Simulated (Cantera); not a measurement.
Feed: 1 mol (CH3)2SiCl2, 0.17 mol C2H2, 90 mol H2, held at 925 K and 8.30 mbar.

Method: chemical equilibrium by Gibbs-energy minimisation in Cantera with the NASA 1993 tables (ideal gas, pure condensed phases). Candidate condensed phases: C, C6H6, C7H8, C8H18, Si, SiC; 109 gas species. The feed counts by its element totals alone. The numbers say what is thermodynamically allowed, not how fast it happens.

**Question.** What is the equilibrium state?

**Answer.** 
- x(H2) = 0.977
- x(HCl) = 0.0212
- x(CH4) = 0.00180
- x(SiCl4) = 2.45e-5
- x(SiHCl3) = 4.11e-6
- n(C(graphite)) = 1.17 mol
- n(SiC(s)) = 0.997 mol
- gas amount = 94.00 mol
- log10 activity of Si(s) (absent) = -3.72
